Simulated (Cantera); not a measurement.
An adiabatic, constant-volume homogeneous reactor starts with CH4 : H2 : O2 : N2 = 1 : 0.19 : 1.16 : 4.38 (molar parts), at 1125 K and 31000 Pa. Integrator tolerance rtol = 1e-08.

Computed with Cantera and GRI-Mech 3.0 (53 species, 325 reactions).

Problem. What does this change do: pressure from 31000 Pa to 101000 Pa?

Solution. 
```json
[
 {"quantity": "time of steepest temperature rise", "before": "67.5 ms", "after": "24.9 ms"},
 {"quantity": "temperature at 6.00 s", "before": "2586 K", "after": "2635 K"},
 {"quantity": "equilibrium temperature", "before": "2586 K", "after": "2635 K"},
 {"quantity": "x(CH4) at 6.00 s", "before": "2.39e-12 (gas-phase equilibrium 2.72e-12)", "after": "2.27e-11 (gas-phase equilibrium 2.57e-11)"},
 {"quantity": "x(H2) at 6.00 s", "before": "0.129 (gas-phase equilibrium 0.129)", "after": "0.131 (gas-phase equilibrium 0.131)"},
 {"quantity": "x(O2) at 6.00 s", "before": "0.000130 (gas-phase equilibrium 0.000130)", "after": "6.07e-5 (gas-phase equilibrium 6.07e-5)"},
 {"quantity": "x(NO2) at 6.00 s", "before": "1.03e-8 (gas-phase equilibrium 1.03e-8)", "after": "9.07e-9 (gas-phase equilibrium 9.07e-9)"},
 {"quantity": "x(CH2O) at 6.00 s", "before": "4.66e-9 (gas-phase equilibrium 4.66e-9)", "after": "1.57e-8 (gas-phase equilibrium 1.57e-8)"}
]
```

Problem. What does this change do: 0.056 parts C2H6 added?

Solution. 
```
quantity                                                              before                                      after
---------------------------------  -----------------------------------------  -----------------------------------------
time of steepest temperature rise                                    67.5 ms                                    24.5 ms
temperature at 6.00 s                                                 2586 K                                     2512 K
equilibrium temperature                                               2586 K                                     2512 K
x(CH4) at 6.00 s                   2.39e-12 (gas-phase equilibrium 2.72e-12)  7.22e-12 (gas-phase equilibrium 8.12e-12)
x(H2) at 6.00 s                          0.129 (gas-phase equilibrium 0.129)        0.158 (gas-phase equilibrium 0.158)
x(O2) at 6.00 s                    0.000130 (gas-phase equilibrium 0.000130)    3.56e-5 (gas-phase equilibrium 3.56e-5)
x(NO2) at 6.00 s                     1.03e-8 (gas-phase equilibrium 1.03e-8)    2.63e-9 (gas-phase equilibrium 2.63e-9)
x(CH2O) at 6.00 s                    4.66e-9 (gas-phase equilibrium 4.66e-9)    6.31e-9 (gas-phase equilibrium 6.31e-9)
```
